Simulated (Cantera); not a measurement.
## Hydrocarbon pyrolysis for carbon deposition

A perfectly stirred reactor is fed with CH4 : H2 = 1 : 6.8 (molar parts), at 85.0 Pa; it is held at 1700 K, and followed from long to short residence time.

Detailed kinetics in Cantera: GRI-Mech 3.0 (53 species, 325 reactions). GRI-Mech 3.0 stops at C3 and has no aromatics, soot or wall deposition, so with more carbon than oxygen in the feed, carbon stays in small species such as C2H2 where larger ones or solid carbon would form. Radical loss at walls, strong at low pressure, is not modelled.

| τ (s) | x CH4 | x H2 | x H | x CH2 | x C2H6 | x C2H2 | x C2H |
|---|---|---|---|---|---|---|---|
| 2.6 | 0.0734 | 0.900 | 0.00111 | 1.59e-6 | 6.77e-6 | 0.0229 | 1.58e-7 |
| 1.0 | 0.100 | 0.885 | 0.000885 | 1.40e-6 | 9.37e-6 | 0.0106 | 5.92e-8 |
| 0.42 | 0.120 | 0.875 | 0.000558 | 7.49e-7 | 6.74e-6 | 0.00236 | 8.41e-9 |
| 0.17 | 0.127 | 0.872 | 0.000224 | 1.52e-7 | 1.57e-6 | 0.000109 | 1.57e-10 |
| 0.067 | 0.128 | 0.872 | 8.50e-5 | 2.37e-8 | 2.44e-7 | 2.51e-6 | 1.36e-12 |
| 0.027 | 0.128 | 0.872 | 3.41e-5 | 3.88e-9 | 3.54e-8 | 5.95e-8 | <1e-12 |
| 0.011 | 0.128 | 0.872 | 1.40e-5 | 6.34e-10 | 4.46e-9 | 1.51e-9 | <1e-12 |
| 0.0044 | 0.128 | 0.872 | 5.76e-6 | 9.58e-11 | 4.26e-10 | 3.56e-11 | <1e-12 |
| 0.0018 | 0.128 | 0.872 | 2.49e-6 | 1.41e-11 | 3.34e-11 | <1e-12 | <1e-12 |
| 0.00071 | 0.128 | 0.872 | 1.09e-6 | 1.72e-12 | 1.82e-12 | <1e-12 | <1e-12 |
| 0.00029 | 0.128 | 0.872 | 5.16e-7 | <1e-12 | <1e-12 | <1e-12 | <1e-12 |
x: mole fraction; the columns are a selection and need not sum to one.
